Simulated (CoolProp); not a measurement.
Vapour-liquid equilibrium of ethane (1) + hydrogen chloride (2) at 0.136 MPa; x and y are mole fractions of (1).

Computed with CoolProp (multi-fluid Helmholtz-energy mixture model, Bücker 2006 and Thol 2018; pair parameters Bell 2016).

```csv
x,"bubble temperature, mixture model (°C)","bubble temperature, Raoult's law (°C)","y, mixture model","y, Raoult's law"
0.05,-83.6,-79.8,[?],0.058
0.15,-87.2,-80.1,0.410,0.173
0.25,-88.5,-80.5,0.475,0.283
0.35,[?],-80.8,0.504,0.390
0.45,-89.1,-81.1,0.522,0.493
0.55,-89.1,-81.5,0.541,0.592
0.65,-89.0,-81.8,[?],0.689
0.75,-88.6,-82.1,0.615,0.782
0.85,-87.5,-82.5,0.698,0.871
0.95,-85.1,-82.8,0.859,0.958
```

What belongs in the gaps?


- 0.05, y, mixture model: 0.226
- 0.35, bubble temperature, mixture model (°C): -88.9
- 0.65, y, mixture model: 0.569

The largest gap from Raoult's law is -8.1 K in bubble temperature, at x = 0.35. y crosses x between x = 0.45 and 0.55: the model has an azeotrope there.

Pair parameters are fitted to limited data, so mixtures are less certain than the pure fluids.
